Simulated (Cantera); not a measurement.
Input: 1 mol CuO, 13 mol H₂, equilibrated at 1798.15 K.

Cantera equilibrium calculation (NASA polynomials, part measured and part estimated; ideal gas, pure solids and liquids). Candidate condensed phases: Cu, CuO, Cu(OH)₂, Cu₂O, H₂O; 12 gas species. Equilibrium is a limit: real reactors are often held back by kinetics, nucleation or transport.

Question: Which condensed phases are stable at each of these points (P (Pa)): 10, 68, 460, 3200, 22000, 150000, 1000000?

Answer: 
| P (Pa) | condensed phases | Cu condensed (%) |
|---|---|---|
| 10 | gas only | 0.0 |
| 68 | gas only | 0.0 |
| 460 | gas only | 0.0 |
| 3200 | Cu(l) | 78.0 |
| 22000 | Cu(l) | 96.8 |
| 150000 | Cu(l) | 99.5 |
| 1000000 | Cu(l) | 99.9 |

From 10.0 Pa to 4.60 mbar nothing is condensed. From 32.0 mbar to 10.0 bar the condensed part is Cu(l).
